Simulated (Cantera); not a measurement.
Feed: 1 mol SiH2Cl2, 2.2 mol N2O, 0.31 mol H2, equilibrated at 18.0 Torr.

Cantera equilibrium calculation (NASA polynomials, part measured and part estimated; ideal gas, pure solids and liquids). Candidate condensed phases: H2O, NH4Cl, Si, SiO2, Si2N2O, Si3N4; 47 gas species. The tables hold silica as quartz up to 1696 K and as liquid above; real silica turns to tridymite and cristobalite and melts near 1996 K. The numbers say what is thermodynamically allowed, not how fast it happens.

At 1700 °C, list the 6 most abundant gas species with their mole fractions, and the condensed phases.

N2 0.483, HCl 0.423, H2O 0.0450, H2 0.0302, Cl 0.0159, H 0.00151. Condensed: SiO2(condensed).
